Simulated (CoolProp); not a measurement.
Properties of cis-2-butene at several states.

Model: reference Helmholtz-energy equation of state, Lemmon 2005, in CoolProp. It is a short technical equation, of lower accuracy than the large ones.

```json
[
 {"T (K)": "328.4", "p (bar)": "0.297", "phase": "gas", "density (kg/m³)": "0.6141", "cv (kJ/(kg K))": "…", "expansivity (1/kK)": "3.112"},
 {"T (K)": "317.7", "p (bar)": "28.8", "phase": "liquid", "density (kg/m³)": "596.1", "cv (kJ/(kg K))": "1.572", "expansivity (1/kK)": "2.069"},
 {"T (K)": "206", "p (bar)": "140", "phase": "liquid", "density (kg/m³)": "…", "cv (kJ/(kg K))": "1.349", "expansivity (1/kK)": "1.336"},
 {"T (K)": "183.5", "p (bar)": "62.9", "phase": "liquid", "density (kg/m³)": "…", "cv (kJ/(kg K))": "1.339", "expansivity (1/kK)": "…"},
 {"T (K)": "511.1", "p (bar)": "0.483", "phase": "gas", "density (kg/m³)": "0.6392", "cv (kJ/(kg K))": "2.095", "expansivity (1/kK)": "1.972"},
 {"T (K)": "200.6", "p (bar)": "7.73", "phase": "liquid", "density (kg/m³)": "721.8", "cv (kJ/(kg K))": "1.339", "expansivity (1/kK)": "…"}
]
```

**Question.** What belongs in the gaps?

**Answer.** 
- 328.4, cv (kJ/(kg K)): 1.411
- 206, density (kg/m³): 724.5
- 183.5, density (kg/m³): 742.4
- 183.5, expansivity (1/kK): 1.354
- 200.6, expansivity (1/kK): 1.423
